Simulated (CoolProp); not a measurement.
Vapour-liquid equilibrium of R134a (1) + R1234ze(E) (2) at 228.6 K; x and y are mole fractions of (1).

Computed with CoolProp (multi-fluid Helmholtz-energy mixture model, Tillner-Roth 1994 and Thol 2016; pair parameters Bell 2022).

Q: Give the bubble pressure and the first vapour's composition at x = 0.35, 0.5, 0.8. Is there an azeotrope?

A: x = 0.35: 0.3479 bar, y = 0.443; x = 0.5: 0.3649 bar, y = 0.577; x = 0.8: 0.3897 bar, y = 0.828. No azeotrope shows between x = 0.05 and 0.95.

Pair parameters are fitted to limited data, so mixtures are less certain than the pure fluids.
